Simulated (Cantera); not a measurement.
Ignition delay

Mixture: 6.02 % CH4, 0.524 % H2, 21.2 % O2, 72.3 % N2, equivalence ratio 0.58, at 750 Torr, adiabatic and at constant pressure. Ignition delay is the time to a rise of 400 K.

Model: GRI-Mech 3.0 (53 species, 325 reactions), integrated in Cantera.

| T0 (K) | delay (ms) |
|---|---|
| 1048 | 78.9 |
| 1148 | 24.3 |
| 1248 | 7.44 |
| 1348 | 2.48 |
| 1448 | 0.950 |
| 1548 | 0.421 |
| 1648 | 0.211 |
| 1748 | 0.116 |
| 1848 | 0.0679 |

* **apparent activation energy between 1648 and 1848 K**: 140 kJ/mol
